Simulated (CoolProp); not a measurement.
Properties of ammonia along the isobar 84.7 bar.

Values from CoolProp's reference Helmholtz-energy equation of state, Gao 2020.

| T (K) | phase | density (kg/m³) | cp (kJ/(kg K)) | viscosity (µPa s) | Prandtl number | fugacity coefficient |
|---|---|---|---|---|---|---|
| 366.9 | liquid | 484.0 | 6.046 | 70.9 | 1.37 | ___ |
| 387.9 | liquid | 410.2 | 9.354 | 52.9 | ___ | 0.6756 |
| 408.9 | gas | 64.43 | 5.643 | 15.3 | ___ | 0.7423 |
| 430 | gas | 54.68 | 4.265 | 15.9 | 1.18 | 0.7862 |
| 451 | gas | 48.68 | 3.706 | 16.6 | 1.08 | 0.8204 |
| 472.1 | gas | 44.36 | 3.411 | 17.4 | 1.01 | 0.8480 |
| 493.1 | gas | 41.03 | 3.238 | 18.2 | 0.970 | 0.8705 |
| 514.1 | gas | 38.33 | 3.130 | 19.0 | 0.939 | 0.8892 |
| 535.2 | gas | 36.06 | ___ | 19.8 | 0.916 | 0.9049 |

Task: What belongs in the gaps?

Result: 
- 366.9, fugacity coefficient: 0.5024
- 387.9, Prandtl number: 2.00
- 408.9, Prandtl number: 1.34
- 535.2, cp (kJ/(kg K)): 3.060

Viscosity comes from a separate model (Fenghour 1995). Thermal conductivity comes from a separate model (Tufeu 1984).
